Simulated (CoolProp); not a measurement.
Properties of acetone at several states.

Values from CoolProp's reference Helmholtz-energy equation of state, Lemmon 2006. It is a short technical equation, of lower accuracy than the large ones.

| T (K) | p (bar) | phase | Z | cv (kJ/(kg K)) | isothermal compressibility (1/MPa) | expansivity (1/kK) | fugacity coefficient |
|---|---|---|---|---|---|---|---|
| 320.7 | 1.48 | liquid | 0.004247 | 1.589 | (withheld) | 1.535 | 0.4869 |
| 383.4 | 20.8 | liquid | (withheld) | 1.719 | (withheld) | (withheld) | 0.2130 |
| 260.9 | 1.49 | liquid | 0.004833 | 1.496 | (withheld) | 1.298 | 0.03135 |

Complete the blanks.


- 320.7, isothermal compressibility (1/MPa): 0.001621
- 383.4, Z: 0.05545
- 383.4, isothermal compressibility (1/MPa): 0.003238
- 383.4, expansivity (1/kK): 2.012
- 260.9, isothermal compressibility (1/MPa): 0.0009335
